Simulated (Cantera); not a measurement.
What does this Cantera script print?

```python
import numpy as np
import cantera as ct

gas_names = """
    H H2 N NH NH2 NH3 N2 N2H2 N2H4 Si SiH SiH2 SiH3 SiH4 SiN Si2 Si2N Si3
""".split()
cond_names = """
    Si(cr) Si(L) Si3N4(a)
""".split()


def load(file, names, dense=False):
    # The tables refer to 1 bar. Condensed volumes are neglected.
    table = {s.name: s for s in ct.Species.list_from_file(file)}
    out = []
    for n in names:
        d = dict(table[n].input_data)
        d["thermo"] = dict(d["thermo"], **{"reference-pressure": 1e5})
        if dense:
            d["equation-of-state"] = {"model": "constant-volume", "density": "1e6 g/cm^3"}
        out.append(ct.Species.from_dict(d))
    return out


gas = ct.Solution(thermo="ideal-gas", species=load("nasa_gas.yaml", gas_names))
cond = {s.name: ct.Solution(thermo="fixed-stoichiometry", species=[s], name=s.name)
        for s in load("nasa_condensed.yaml", cond_names, dense=True)}
atoms = {
    'Si': {'Si': 1},
    'NH3': {'N': 1, 'H': 3},
    'H2': {'H': 2},
}
top_T = {'Si3N4(a)': 2400}  # K; cautious upper limits of use, not melting points


def equilibrate(T, P, feed):
    n = {}
    for name, mol in feed.items():
        for a, k in atoms[name].items():
            n[a] = n.get(a, 0.0) + k * mol
    gas.TPX = T, P, n
    mass = sum(n.values()) * gas.mean_molecular_weight
    gas.equilibrate("TP")
    valid = [c for c in cond.values() if c.min_temp <= T <= top_T.get(c.name, c.max_temp)]
    mix = ct.Mixture([(gas, mass / gas.mean_molecular_weight)] + [(c, 0.0) for c in valid])
    mix.T, mix.P = T, P
    mix.equilibrate("TP", solver="vcs", rtol=1e-11, max_steps=5000)
    return mix


results = []
T = 1773.15  # K
P = 22000  # Pa
for m in [0.14, 0.23, 0.37, 0.61, 1, 1.6, 2.7]:
    feed = {'Si': 1, 'NH3': m, 'H2': 2.4}  # mol
    mix = equilibrate(T, P, feed)
    results.append((T, P, feed, dict(zip(mix.species_names, mix.species_moles))))

top = {s: max(r[3][s] / sum(r[3][g] for g in gas_names) for r in results) for s in gas_names}
cols = sorted((s for s in top if top[s] > 1e-05), key=lambda s: -top[s])[:6]
seen = [c for c in cond_names if any(r[3].get(c, 0) > 1e-12 for r in results)]
print("log10 of partial pressures in bar; condensed amounts in mol")
print(f"{'n(NH3)':>10s}" + "".join(f"{s[:9]:>10s}" for s in cols + seen))
for T, P, feed, n in results:
    ng = sum(n[g] for g in gas_names)
    print(f"{feed['NH3']:10.4g}" + "".join(f"{np.log10(max(n[s] / ng * P / 1e5, 1e-99)):10.3f}" for s in cols)
          + "".join(f"{n.get(c, 0):10.4g}" for c in seen))
```

It prints:

```
log10 of partial pressures in bar; condensed amounts in mol
    n(NH3)        H2        N2         H      SiH2     Si(L)  Si3N4(a)
      0.14    -0.669    -2.248    -3.880    -5.276     0.998 0.0006339
      0.23    -0.669    -2.248    -3.880    -5.276    0.9358   0.02136
      0.37    -0.669    -2.248    -3.880    -5.276    0.8391   0.05359
      0.61    -0.669    -2.248    -3.880    -5.276    0.6733    0.1089
         1    -0.669    -2.248    -3.880    -5.276    0.4039    0.1986
       1.6    -0.670    -2.226    -3.880    -5.292         0    0.3333
       2.7    -0.702    -1.676    -3.896    -5.690         0    0.3333
```

Method: chemical equilibrium by Gibbs-energy minimisation in Cantera with the NASA 1993 tables (ideal gas, pure condensed phases). Mutual solubility and eutectic melting of coexisting phases are not modelled. Gases not in the tables: Si2H6 and higher silanes.
